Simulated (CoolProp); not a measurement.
A closed Brayton cycle with nitrogen: compressor inlet 333.15 K and 4.4 MPa, high pressure 15 MPa, turbine inlet 960 K, compressor efficiency 0.85, turbine efficiency 0.93, recuperator effectiveness 0.95 (on enthalpy, no pinch check). Each further row changes one setting.

The numbers come from the reference Helmholtz-energy equation of state, Span 2000 in CoolProp.

| case | thermal efficiency (%) | net work (kJ/kg) | compressor to turbine work | compressor exit (K) | turbine exit (K) |
|---|---|---|---|---|---|
| as stated | 36.7 | 110 | 0.62 | 499.0 | 713.7 |
| turbine inlet 910 K | 33.6 | 95.3 | 0.65 | 499.0 | 674.5 |
| compressor inlet 343.15 K | 35.0 | 105 | 0.63 | 513.7 | 713.7 |
| high pressure 12.8 MPa | 38.5 | 105 | 0.59 | 474.2 | 741.9 |
| recuperator effectiveness 0.5 | 27.2 | 110 | 0.62 | 499.0 | 713.7 |
